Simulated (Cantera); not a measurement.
Input: 1 mol CCl4, 0.015 mol Si, 10 mol H2, at 1525 K and 10.0 mbar.

These are equilibrium values from Cantera (NASA tables, ideal gas, pure condensed phases), not measurements of a reactor. Candidate condensed phases: C, C6H6, C7H8, C8H18, Si, SiC; 109 gas species. The tables' values for SiCl3 are old estimates; treat these amounts as uncertain. Rates play no part.

Base state: H2 0.668, HCl 0.331, SiCl2 0.00112, H 0.000193, SiCl3 9.66e-5, Cl 7.68e-5, SiCl4 2.47e-5, CH4 1.02e-5 (mole fractions); condensed: C(graphite).

**Question.** What changes in the equilibrium state with this change: Si from 0.015 to 0.0069 mol?

**Answer.** 
```json
[
 {"species": "H2", "before": "0.668", "after": "0.667"},
 {"species": "HCl", "before": "0.331", "after": "0.332"},
 {"species": "SiCl2", "before": "0.00112", "after": "0.000516"},
 {"species": "SiCl3", "before": "9.66e-5", "after": "4.46e-5"},
 {"species": "SiCl4", "before": "2.47e-5", "after": "1.15e-5"},
 {"species": "Cl", "before": "7.68e-5", "after": "7.71e-5"},
 {"species": "CH4", "before": "1.02e-5", "after": "1.02e-5"},
 {"species": "C(graphite), mol", "before": "1.000", "after": "1.000"}
]
```

**Question.** What changes in the equilibrium state with this change: pressure from 10.0 mbar to 1.00 bar?

**Answer.** 
```tsv
species	before	after
H2	0.668	0.668
HCl	0.331	0.330
CH4	1.02e-5	0.00102
SiCl2	0.00112	0.000274
SiCl4	2.47e-5	0.000600
SiHCl3	5.64e-6	0.000137
Cl	7.68e-5	7.66e-6
H	0.000193	1.93e-5
SiCl3	9.66e-5	0.000235
C(graphite), mol	1.000	0.988
```
